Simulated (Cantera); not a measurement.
Cantera run:

```python
import numpy as np
import cantera as ct

gas_names = """
    B BH BH2 BH3 B2 H H2
""".split()
cond_names = """
    B(b) B(L)
""".split()


def load(file, names, dense=False):
    # The tables refer to 1 bar. Condensed volumes are neglected.
    table = {s.name: s for s in ct.Species.list_from_file(file)}
    out = []
    for n in names:
        d = dict(table[n].input_data)
        d["thermo"] = dict(d["thermo"], **{"reference-pressure": 1e5})
        if dense:
            d["equation-of-state"] = {"model": "constant-volume", "density": "1e6 g/cm^3"}
        out.append(ct.Species.from_dict(d))
    return out


gas = ct.Solution(thermo="ideal-gas", species=load("nasa_gas.yaml", gas_names))
cond = {s.name: ct.Solution(thermo="fixed-stoichiometry", species=[s], name=s.name)
        for s in load("nasa_condensed.yaml", cond_names, dense=True)}
atoms = {
    'B2H6': {'B': 2, 'H': 6},
    'H2': {'H': 2},
}
top_T = {}  # K; cautious upper limits of use, not melting points


def equilibrate(T, P, feed):
    n = {}
    for name, mol in feed.items():
        for a, k in atoms[name].items():
            n[a] = n.get(a, 0.0) + k * mol
    gas.TPX = T, P, n
    mass = sum(n.values()) * gas.mean_molecular_weight
    gas.equilibrate("TP")
    valid = [c for c in cond.values() if c.min_temp <= T <= top_T.get(c.name, c.max_temp)]
    mix = ct.Mixture([(gas, mass / gas.mean_molecular_weight)] + [(c, 0.0) for c in valid])
    mix.T, mix.P = T, P
    mix.equilibrate("TP", solver="vcs", rtol=1e-11, max_steps=5000)
    return mix


results = []
feed = {'B2H6': 1, 'H2': 2.3}  # mol
T = 2175  # K
P = 1200  # Pa
mix = equilibrate(T, P, feed)
results.append((T, P, feed, dict(zip(mix.species_names, mix.species_moles))))
print(gas.report(threshold=1e-06))
for i in range(1, mix.n_phases):
    print(f"{mix.phase(i).name:16s} {mix.phase_moles(i):12.5e} mol")
```

Result:

```
       temperature   2175 K
          pressure   1200 Pa
           density   0.00013178 kg/m^3
  mean mol. weight   1.9859 kg/kmol
   phase of matter   gas

                          1 kg             1 kmol
                     ---------------   ---------------
          enthalpy        3.4244e+07        6.8007e+07  J
   internal energy        2.5138e+07        4.9923e+07  J
           entropy        1.1494e+05        2.2826e+05  J/K
    Gibbs function       -2.1575e+08       -4.2846e+08  J
 heat capacity c_p             17212             34181  J/K
 heat capacity c_v             13025             25867  J/K

                      mass frac. Y      mole frac. X     chem. pot. / RT
                     ---------------   ---------------   ---------------
                 B        0.00087714        0.00016114            -3.455
                BH        0.00013013        2.1868e-05           -15.565
               BH2         0.0072569         0.0011236           -27.675
               BH3         3.864e-05         5.547e-06           -39.785
                 H          0.022106          0.043553            -12.11
                H2           0.96959           0.95514            -24.22
     [   +1 minor]        6.2286e-08        5.7214e-09

B(b)              1.99289e+00 mol
```

These are equilibrium values from Cantera (NASA tables, ideal gas, pure condensed phases), not measurements of a reactor. The feed counts by its element totals alone. The tables' values for BH2 are old estimates; treat these amounts as uncertain.
